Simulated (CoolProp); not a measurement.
Vapour-liquid equilibrium of R152A (1) + R227EA (2) at -9.75 °C; x and y are mole fractions of (1).

Model: multi-fluid Helmholtz-energy mixture model, Outcalt 1996 and Lemmon 2016; pair parameters Bell 2016, in CoolProp.

```csv
x,"bubble pressure, mixture model (MPa)","bubble pressure, Raoult's law (MPa)","y, mixture model","y, Raoult's law"
0.05,0.1349,0.1361,0.060,0.067
0.2,0.1412,0.1435,0.250,0.255
0.35,0.1498,0.1510,0.433,0.425
0.5,0.1592,0.1584,0.591,0.578
0.65,0.1681,0.1659,0.724,0.718
0.8,0.1757,0.1734,0.842,0.846
0.95,0.1817,0.1808,0.959,0.963
```

The largest gap from Raoult's law is -1.6 % in bubble pressure, at x = 0.2. No azeotrope shows between x = 0.05 and 0.95.

Pair parameters are fitted to limited data, so mixtures are less certain than the pure fluids. The gap from Raoult's law changes sign with composition, which may be real or a fault of the pair parameters; it wasn't checked against measurements.
